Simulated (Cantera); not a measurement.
Charge: 1 mol CH3SiH3, 0.11 mol C2H2, 610 mol H2, at 1123 K and 1000 Pa.

Method: chemical equilibrium by Gibbs-energy minimisation in Cantera with the NASA 1993 tables (ideal gas, pure condensed phases). Candidate condensed phases: C, C6H6, C7H8, C8H18, Si, SiC; 87 gas species. The feed counts by its element totals alone. Equilibrium is a limit: real reactors are often held back by kinetics, nucleation or transport.

Base state: H2 1.000, CH4 0.000293 (mole fractions); condensed: C(graphite) + SiC(s).

Question: What changes in the equilibrium state with this change: pressure from 1000 Pa to 20000 Pa?

Answer: 
| species | before | after |
|---|---|---|
| H2 | 1.000 | 1.000 |
| CH4 | 0.000293 | 0.000359 |
| C(graphite), mol | 0.0402 | 0 |
| SiC(s), mol | 1.00 | 1.000 |
